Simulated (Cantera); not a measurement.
# Premixed flame

A freely propagating, adiabatic, planar premixed flame of 8.42 % CH3OH, 21.3 % O2, 70.3 % N2, unburnt at 325 K and 0.130 bar; mixture-averaged transport, grid criteria slope 0.08 and curve 0.16, no radiation.

Model: GRI-Mech 3.0 (53 species, 325 reactions), integrated in Cantera. GRI-Mech 3.0 was tuned for natural gas; its chemistry of methanol as a main component is partial and can be far from experiment. Burning velocities carry a grid error of a few per cent, more on coarse grids.

| z (mm) | T (K) | u (m/s) | x CH3OH | x O2 | x CH2CO | x O | x CH2O | x CH3 |
|---|---|---|---|---|---|---|---|---|
| -10.8 | 325 | 0.270 | 0.0842 | 0.213 | <1e-8 | <1e-8 | 2.56e-7 | <1e-8 |
| -7.23 | 330 | 0.274 | 0.0840 | 0.212 | <1e-8 | <1e-8 | 5.86e-6 | <1e-8 |
| -5.42 | 346 | 0.288 | 0.0834 | 0.210 | <1e-8 | <1e-8 | 3.83e-5 | <1e-8 |
| -3.61 | 449 | 0.377 | 0.0789 | 0.202 | <1e-8 | <1e-8 | 0.000373 | <1e-8 |
| -1.81 | 830 | 0.713 | 0.0553 | 0.171 | 4.91e-8 | <1e-8 | 0.00236 | 1.08e-8 |
| -0.904 | 1159 | 1.01 | 0.0293 | 0.142 | 1.09e-7 | 2.72e-6 | 0.00446 | 9.68e-7 |
| 0 | 1498 | 1.32 | 0.00293 | 0.111 | 1.79e-7 | 0.000569 | 0.00231 | 2.00e-5 |
| 0.904 | 1583 | 1.40 | 6.67e-6 | 0.0952 | 1.36e-8 | 0.00342 | 1.68e-5 | 5.74e-7 |
| 1.81 | 1611 | 1.42 | <1e-8 | 0.0896 | <1e-8 | 0.00442 | 2.28e-8 | <1e-8 |
| 3.61 | 1651 | 1.44 | <1e-8 | 0.0860 | <1e-8 | 0.00444 | <1e-8 | <1e-8 |
| 7.23 | 1701 | 1.48 | <1e-8 | 0.0842 | <1e-8 | 0.00356 | <1e-8 | <1e-8 |
| 14.5 | 1753 | 1.52 | <1e-8 | 0.0832 | <1e-8 | 0.00227 | <1e-8 | <1e-8 |
| 28.9 | 1795 | 1.56 | <1e-8 | 0.0826 | <1e-8 | 0.00117 | <1e-8 | <1e-8 |
x: mole fraction of selected species; z is measured from the peak of heat release.

```
Item                         Result
------------------------  ---------
laminar burning velocity  27.0 cm/s
thermal thickness           3.61 mm
peak x(CH2CO)               1.85e-7
peak x(O)                   0.00457
peak x(CH2O)                0.00485
peak x(CH3)                 2.00e-5
```
